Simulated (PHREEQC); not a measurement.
PHREEQC input (ion-association model, wateq4f.dat):

```
SOLUTION_MASTER_SPECIES
  An  An-  0  An  62.0  # stands for a non-complexing anion
SOLUTION_SPECIES
  An- = An-
    -log_k 0
    -gamma 3.0 0
  PO4-3 + 3H+ = H3PO4  # constants of phreeqc.dat
    -log_k 21.721
    -delta_h -10.1 kJ
PHASES
  Fix_H+
    H+ = H+
    -log_k 0
SOLUTION 1
  temp 25
  units mmol/kgw
  pH 7 charge
  As(3) 1.2
  Na 51.277
  P 0.077
  An 50
END
SELECTED_OUTPUT 1
  -reset false
  -pH true
  -pe true
  -ionic_strength true
  -water true
  -totals As Na P As(3) As(5)
  -molalities Hfo_wOH Hfo_wOH2+ Hfo_wO- Hfo_sOH Hfo_sOH2+ Hfo_sO- Hfo_wH2PO4 Hfo_wHPO4- Hfo_wPO4-2 Hfo_wH2AsO3
  -saturation_indices Arsenolite
USER_PUNCH 1
  -headings sigma psi
  10 PUNCH EDL("sigma", "Hfo"), EDL("psi", "Hfo")
PRINT
  -reset false
USE solution 1
SURFACE 1
  Hfo_wOH 0.00247191 600 1.1
  Hfo_sOH 6.17978e-05
EQUILIBRIUM_PHASES 1
  Fix_H+ -3 HAn 10
    -force_equality true
END
# ... the last block is repeated for the other 12 points of pH, with NaOH or the acid as the point needs
```

Selected output (columns that matter, 13 of 13 rows; pH added in front):

```
pH	mu	As	Na	P	m_Hfo_wOH	m_Hfo_wOH2+	m_Hfo_wO-	m_Hfo_sOH	m_Hfo_sOH2+	m_Hfo_sO-	m_Hfo_wH2PO4	si_Arsenolite	sigma	psi
3	0.053169	0.00021687	0.051276	8.3993e-09	1.74e-05	0.0013944	4.9743e-09	7.6165e-07	6.1035e-05	2.1774e-10	5.8865e-05	-5.9351	0.21012	0.14116
3.67	0.052146	7.9546e-05	0.051276	7.1817e-09	5.4055e-05	0.0012203	5.4853e-08	2.6211e-06	5.9173e-05	2.6598e-09	3.6534e-05	-6.8061	0.18104	0.13407
4.33	0.051858	2.8511e-05	0.051276	4.794e-09	0.00015768	0.0010652	5.3472e-07	7.9647e-06	5.3805e-05	2.701e-08	1.5849e-05	-7.6973	0.15406	0.12602
5	0.051693	1.2907e-05	0.051276	3.7789e-09	0.00035298	0.00085146	3.3523e-06	1.806e-05	4.3565e-05	1.7152e-07	5.9524e-06	-8.3858	0.11842	0.11285
5.67	0.051552	8.0523e-06	0.051276	4.6316e-09	0.00056832	0.00062274	1.1881e-05	2.9195e-05	3.1991e-05	6.1037e-07	2.4118e-06	-8.7959	0.07999	0.093483
6.33	0.051441	6.2805e-06	0.051276	8.9683e-09	0.00073081	0.00044272	2.7637e-05	3.7598e-05	2.2776e-05	1.4218e-06	1.1093e-06	-9.0131	0.048193	0.069667
7	0.051359	5.5533e-06	0.051276	3.2663e-08	0.0008327	0.00031778	4.9986e-05	4.2865e-05	1.6358e-05	2.5731e-06	5.6766e-07	-9.1259	0.024167	0.041904
7.67	0.051297	5.369e-06	0.051276	2.3898e-07	0.00088888	0.00023439	7.7224e-05	4.5756e-05	1.2065e-05	3.9752e-06	3.1816e-07	-9.1825	0.0061383	0.011767
8.33	0.051245	5.918e-06	0.051276	2.3161e-06	0.00091908	0.00017062	0.00011342	4.7207e-05	8.7637e-06	5.8254e-06	1.7362e-07	-9.2119	-0.0096382	-0.01826
9	0.051199	9.2074e-06	0.051276	1.729e-05	0.0009301	0.00010831	0.00018297	4.7059e-05	5.4802e-06	9.2574e-06	6.1787e-08	-9.2247	-0.027006	-0.045914
9.67	0.05116	2.5715e-05	0.051276	5.2391e-05	0.00089154	5.5938e-05	0.00032551	4.3279e-05	2.7155e-06	1.5802e-05	8.2256e-09	-9.2	-0.048054	-0.06966
10.33	0.051075	0.00010291	0.051276	7.2453e-05	0.00080524	2.7643e-05	0.00053736	3.6316e-05	1.2467e-06	2.4234e-05	4.8358e-10	-9.1707	-0.079174	-0.09321
11	0.052305	0.0003752	0.052672	7.6433e-05	0.00074701	1.4444e-05	0.00088506	2.8037e-05	5.421e-07	3.3218e-05	1.9739e-11	-9.3533	-0.13225	-0.1181
```

H3PO4, which wateq4f.dat lacks, is added to it with the constant of phreeqc.dat. The oxide is taken as insoluble; below pH 4 it would dissolve.
